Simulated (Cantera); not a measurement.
Mixture: CH4 : O2 : N2 : H2O = 1 : 1.67 : 6.27 : 0.75 (molar parts), equivalence ratio 1.2, at 10.0 bar, adiabatic and at constant volume. Ignition delay is the time to a rise of 400 K.

Cantera simulation using GRI-Mech 3.0 (53 species, 325 reactions); the numbers are that mechanism's predictions, not measurements.

Predict: delay at 1025 K; delay at 1225 K; delay at 1425 K; delay at 1625 K; delay at 1825 K; apparent activation energy between 1625 and 1825 K.


```json
{
 "delay at 1025 K": "56.8 ms",
 "delay at 1225 K": "3.78 ms",
 "delay at 1425 K": "0.453 ms",
 "delay at 1625 K": "69.0 µs",
 "delay at 1825 K": "13.7 µs",
 "apparent activation energy between 1625 and 1825 K": "200 kJ/mol"
}
```
